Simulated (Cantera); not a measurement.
Feed: 1 mol MgO, 2.8 mol SO3, 1.8 mol H2O, held at 1025 K and 4.90 bar.

Cantera equilibrium calculation (NASA polynomials, part measured and part estimated; ideal gas, pure solids and liquids). Candidate condensed phases: H2O, H2SO4, Mg, MgO, Mg(OH)2, MgS, MgSO4, S; 26 gas species. Kinetics and transport are ignored.

Base state: H2O 0.444, SO3 0.222, SO2 0.222, O2 0.111, H2SO4 0.00159 (mole fractions); condensed: MgSO4(s).

Q: What changes in the equilibrium state with this change: temperature from 1025 K to 873 K?

A: 
| species | before | after |
|---|---|---|
| H2O | 0.444 | 0.470 |
| SO3 | 0.222 | 0.385 |
| SO2 | 0.222 | 0.0845 |
| O2 | 0.111 | 0.0422 |
| H2SO4 | 0.00159 | 0.0186 |
| MgSO4(s), mol | 1.00 | 1.00 |
